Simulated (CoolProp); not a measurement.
A single-stage vapour-compression cycle with isobutene: evaporating at 274.15 K (dew point), condensing at 297.15 K (bubble point), superheat 10 K, subcooling 5 K, compressor efficiency 0.9, no pressure losses. Each further row changes one setting.

Model: reference Helmholtz-energy equation of state, Lemmon 2005, in CoolProp. It is a short technical equation, of lower accuracy than the large ones.

```json
[
 {"case": "as stated", "cooling COP": "10.2", "pressure ratio": "2.16", "discharge temperature (K)": "309.6", "refrigerating effect (kJ/kg)": "358", "volumetric capacity (kJ/m³)": "1220"},
 {"case": "evaporating temperature 279.15 K", "cooling COP": "13.5", "pressure ratio": "[?]", "discharge temperature (K)": "[?]", "refrigerating effect (kJ/kg)": "365", "volumetric capacity (kJ/m³)": "1470"},
 {"case": "condensing temperature 292.15 K", "cooling COP": "13.2", "pressure ratio": "[?]", "discharge temperature (K)": "304.3", "refrigerating effect (kJ/kg)": "370", "volumetric capacity (kJ/m³)": "1260"},
 {"case": "subcooling 10 K", "cooling COP": "10.5", "pressure ratio": "2.16", "discharge temperature (K)": "309.6", "refrigerating effect (kJ/kg)": "370", "volumetric capacity (kJ/m³)": "1260"},
 {"case": "superheat 20 K", "cooling COP": "10.2", "pressure ratio": "2.16", "discharge temperature (K)": "319.6", "refrigerating effect (kJ/kg)": "375", "volumetric capacity (kJ/m³)": "1230"},
 {"case": "compressor efficiency 0.8", "cooling COP": "[?]", "pressure ratio": "2.16", "discharge temperature (K)": "[?]", "refrigerating effect (kJ/kg)": "358", "volumetric capacity (kJ/m³)": "1220"}
]
```

**Question.** Fill in the missing entries.

**Answer.** 
- evaporating temperature 279.15 K, pressure ratio: 1.80
- evaporating temperature 279.15 K, discharge temperature (K): 308.8
- condensing temperature 292.15 K, pressure ratio: 1.85
- compressor efficiency 0.8, cooling COP: 9.05
- compressor efficiency 0.8, discharge temperature (K): 312.1
